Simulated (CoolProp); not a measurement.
A single-stage vapour-compression cycle with the fluid: evaporating at 194.15 K (dew point), condensing at 258.15 K (bubble point), superheat 5 K, subcooling 5 K, compressor efficiency 0.7, no pressure losses. The same conditions are run with several fluids, on thermodynamics alone (safety and materials aside).

The numbers come from the reference Helmholtz-energy equation of state of each fluid (R125: Lemmon 2005; nitrous oxide: Lemmon 2006; carbonyl sulfide: Lemmon 2006; R22: Kamei 1995; R13: Platzer 1990; ethylene: Smukala 2000) in CoolProp. The equations of Platzer and Polt are older, rougher fits.

Q: Rank R125, nitrous oxide, carbonyl sulfide, R22, R13, ethylene by cooling COP, highest first.

A: R22 (1.66), carbonyl sulfide (1.63), R125 (1.61), R13 (1.52), nitrous oxide (1.50), ethylene (1.40)

```csv
fluid,pressure ratio,discharge temperature (K),refrigerating effect (kJ/kg),volumetric capacity (kJ/m³)
R125,24.4,306.5,117,142
nitrous oxide,12.0,404.5,260,1240
carbonyl sulfide,19.1,431.2,260,202
R22,26.6,385.6,195,114
R13,11.5,315.8,93.6,708
ethylene,8.07,352.6,285,1860
```
